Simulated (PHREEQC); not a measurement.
A made-up water analysis in mg/kgw, 10 °C, pH 7.16, pe 10.9:

```csv
constituent,mg/kgw
Na,3.72
K,0.181
Ca,27.7
Mg,13.9
Cl,32.5
S(6) as SO4,58.2
Alkalinity as HCO3,33
Zn,1.43
Sr,0.372
F,0.0266
```

Cl is adjusted to close the charge balance.
Valence states are taken as typed.

All values are PHREEQC results (ion-association model, wateq4f.dat), not measurements.

No solid was allowed to form.

**Question.** Order these Zn species by the share of Zn that they hold, largest first: ZnHCO3+, ZnOH+, ZnSO4, Zn+2, ZnCO3.

**Answer.** Zn+2 (86 %), ZnSO4 (5.6 %), ZnHCO3+ (4.4 %), ZnCO3 (3.1 %), ZnOH+ (0.34 %)

The pH is 7.16 and the ionic strength 0.00437 mol/kgw. Species that the database lacks are ignored. Constants without temperature data keep their 25 °C values here.
